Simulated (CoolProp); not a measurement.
Vapour-liquid equilibrium of propane (1) + R134a (2) at 307.2 K; x and y are mole fractions of (1).

The numbers come from the multi-fluid Helmholtz-energy mixture model, Lemmon 2009 and Tillner-Roth 1994; pair parameters Bell 2016 in CoolProp.

Problem. Give the bubble pressure and the first vapour's composition at x = 0.5, 0.65, 0.95. Is there an azeotrope?

Solution. x = 0.5: 1.474 MPa, y = 0.561; x = 0.65: 1.485 MPa, y = 0.632; x = 0.95: 1.285 MPa, y = 0.900. y crosses x between x = 0.5 and 0.65: the model has an azeotrope there.

The pair parameters rest on a limited set of measurements; away from them the model extrapolates.
